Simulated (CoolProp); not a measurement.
Vapour-liquid equilibrium of C2F6 (R116) (1) + R143a (2) at 0.334 MPa; x and y are mole fractions of (1).

Model: multi-fluid Helmholtz-energy mixture model, Lemmon 2006 and Lemmon and Jacobsen 2000; pair parameters Bell 2016, in CoolProp.

```csv
x,"bubble temperature, mixture model (K)","bubble temperature, Raoult's law (K)","y, mixture model","y, Raoult's law"
0.05,247.1,251.7,0.263,0.150
0.15,236.9,246.3,0.543,0.380
0.25,231.0,241.7,0.670,0.545
0.35,227.6,237.7,0.736,0.665
0.45,225.5,234.2,0.777,0.756
0.55,224.1,231.1,0.807,0.826
0.65,223.1,228.4,0.833,0.881
0.75,222.1,225.9,0.863,0.924
0.85,221.3,223.6,0.901,0.959
0.95,220.7,221.5,0.959,0.988
```

The largest gap from Raoult's law is -10.7 K in bubble temperature, at x = 0.25. No azeotrope shows between x = 0.05 and 0.95.

Pair parameters are fitted to limited data, so mixtures are less certain than the pure fluids.
